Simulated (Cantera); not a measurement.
An isothermal plug-flow reactor at 848 K and 0.987 atm (inlet), inlet velocity 0.13 m/s, active area per volume 320 1/m; feed 0.242 % CH₄, 7.39 % O₂, 91.2 % N₂, 1.15 % H₂O, equivalence ratio 0.066.

Computed with Cantera and Deutschmann's 1995 Pt surface mechanism with GRI-Mech 3.0 gas chemistry. Catalytic surfaces can have several steady states; this one follows from the mechanism file's or the stated starting coverage. Mass transfer to the wall is taken as infinitely fast.

### Question
Predict: x(CH₄) at z = 0.012 m; x(O₂) at z = 0.012 m; x(H₂O) at z = 0.012 m; x(CO₂) at z = 0.012 m; x(CO) at z = 0.012 m; θ(free Pt) at the exit; θ(O*) at the exit; θ(OH*) at the exit.

### Answer
* **x(CH₄) at z = 0.012 m**: 0.00203
* **x(O₂) at z = 0.012 m**: 0.0731
* **x(H₂O) at z = 0.012 m**: 0.0123
* **x(CO₂) at z = 0.012 m**: 0.000394
* **x(CO) at z = 0.012 m**: 4.17e-7
* **θ(free Pt) at the exit**: 0.0709
* **θ(O*) at the exit**: 0.927
* **θ(OH*) at the exit**: 0.00239
